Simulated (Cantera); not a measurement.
Input: 1 mol Al, a varied amount of H₂O, 12 mol H₂, held at 600 K and 0.00133 bar.

Cantera equilibrium calculation (NASA polynomials, part measured and part estimated; ideal gas, pure solids and liquids). Candidate condensed phases: Al, Al₂O₃, H₂O; 19 gas species. Kinetics and transport are ignored.

**Question.** Which condensed phases are stable at each of these points (n(H₂O) (mol)): 0.73, 1, 1.4, 1.9, 2.7, 3.7, 5.1, 7, 9.7, 13, 18, 26, 35?

**Answer.** 
| n(H₂O) (mol) | condensed phases | Al condensed (%) |
|---|---|---|
| 0.73 | Al(s) + Al₂O₃(s) | 100.0 |
| 1 | Al(s) + Al₂O₃(s) | 100.0 |
| 1.4 | Al(s) + Al₂O₃(s) | 100.0 |
| 1.9 | Al₂O₃(s) | 100.0 |
| 2.7 | Al₂O₃(s) | 100.0 |
| 3.7 | Al₂O₃(s) | 100.0 |
| 5.1 | Al₂O₃(s) | 100.0 |
| 7 | Al₂O₃(s) | 100.0 |
| 9.7 | Al₂O₃(s) | 100.0 |
| 13 | Al₂O₃(s) | 100.0 |
| 18 | Al₂O₃(s) | 100.0 |
| 26 | Al₂O₃(s) | 100.0 |
| 35 | Al₂O₃(s) | 100.0 |

From 0.73 mol H₂O to 1.4 mol H₂O the condensed part is Al(s) + Al₂O₃(s). From 1.9 mol H₂O to 35 mol H₂O the condensed part is Al₂O₃(s).
